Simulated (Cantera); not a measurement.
## Transport properties of process gases

Gas mixture: O2 = 0.76 (molar parts), at 13300 Pa, frozen composition.

Cantera's kinetic-theory transport with the Lennard-Jones parameters of GRI-Mech 3.0, ideal gas; thermal conductivity in the multicomponent form.

```json
[
 {"T (K)": "400", "ρ (kg/m³)": "0.128", "cp (J/kg/K)": "941.4", "μ (µPa s)": "25.6", "λ (mW/m/K)": "33.9", "Pr": "0.712", "D (cm²/s) H": "16.1", "D (cm²/s) N2": "2.62", "D (cm²/s) H2O": "3.04"},
 {"T (K)": "600", "ρ (kg/m³)": "0.0855", "cp (J/kg/K)": "1003", "μ (µPa s)": "34.1", "λ (mW/m/K)": "48.1", "Pr": "0.710", "D (cm²/s) H": "32.6", "D (cm²/s) N2": "5.25", "D (cm²/s) H2O": "6.48"},
 {"T (K)": "800", "ρ (kg/m³)": "0.0641", "cp (J/kg/K)": "1055", "μ (µPa s)": "41.4", "λ (mW/m/K)": "61.5", "Pr": "0.710", "D (cm²/s) H": "53.1", "D (cm²/s) N2": "8.53", "D (cm²/s) H2O": "10.9"},
 {"T (K)": "1000", "ρ (kg/m³)": "0.0513", "cp (J/kg/K)": "1090", "μ (µPa s)": "47.9", "λ (mW/m/K)": "73.7", "Pr": "0.709", "D (cm²/s) H": "77.3", "D (cm²/s) N2": "12.4", "D (cm²/s) H2O": "16.1"},
 {"T (K)": "1200", "ρ (kg/m³)": "0.0428", "cp (J/kg/K)": "1114", "μ (µPa s)": "54.0", "λ (mW/m/K)": "84.9", "Pr": "0.708", "D (cm²/s) H": "105", "D (cm²/s) N2": "16.8", "D (cm²/s) H2O": "22.1"},
 {"T (K)": "1400", "ρ (kg/m³)": "0.0366", "cp (J/kg/K)": "1134", "μ (µPa s)": "59.7", "λ (mW/m/K)": "95.6", "Pr": "0.708", "D (cm²/s) H": "136", "D (cm²/s) N2": "21.7", "D (cm²/s) H2O": "28.7"},
 {"T (K)": "1600", "ρ (kg/m³)": "0.0321", "cp (J/kg/K)": "1151", "μ (µPa s)": "65.1", "λ (mW/m/K)": "106", "Pr": "0.708", "D (cm²/s) H": "169", "D (cm²/s) N2": "27.1", "D (cm²/s) H2O": "36.1"},
 {"T (K)": "1800", "ρ (kg/m³)": "0.0285", "cp (J/kg/K)": "1167", "μ (µPa s)": "70.2", "λ (mW/m/K)": "116", "Pr": "0.707", "D (cm²/s) H": "206", "D (cm²/s) N2": "32.9", "D (cm²/s) H2O": "44.0"},
 {"T (K)": "2000", "ρ (kg/m³)": "0.0257", "cp (J/kg/K)": "1181", "μ (µPa s)": "75.2", "λ (mW/m/K)": "126", "Pr": "0.707", "D (cm²/s) H": "245", "D (cm²/s) N2": "39.2", "D (cm²/s) H2O": "52.5"}
]
```
D: mixture-averaged diffusion coefficient of that species in the mixture.
